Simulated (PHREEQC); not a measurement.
Solution (30 °C): 0.0021 mol/kgw Al2(SO4)3, 0.0049 mol/kgw CuCl2 and 0.039 mol/kgw Na2SO4. Closed to the air; pH follows from the charge balance.

All values are PHREEQC results (acid-base model without metal-ligand complexes, phreeqc.dat), not measurements.

The pH is 4.05. The ionic strength is 0.162 mol/kgw.

| species | molality | activity | log γ |
|---|---|---|---|
| Na+ | 0.0780 | 0.0590 | -0.121 |
| SO4-2 | 0.0451 | 0.0141 | -0.505 |
| Cl- | 0.00980 | 0.00715 | -0.137 |
| Cu+2 | 0.00490 | 0.00169 | -0.462 |
| Al+3 | 0.00392 | 0.000554 | -0.850 |
| AlOH+2 | 0.000260 | 8.54e-5 | -0.483 |
| HSO4- | 0.000180 | 0.000136 | -0.123 |
| H+ | 0.000110 | 8.87e-5 | -0.094 |
| Al(OH)2+ | 1.52e-5 | 1.15e-5 | -0.121 |
| CuOH+ | 2.60e-7 | 1.90e-7 | -0.135 |

No solid was allowed to form. The solution is supersaturated, for example in Gibbsite (slow to form), so a real one may precipitate; this is no full list.
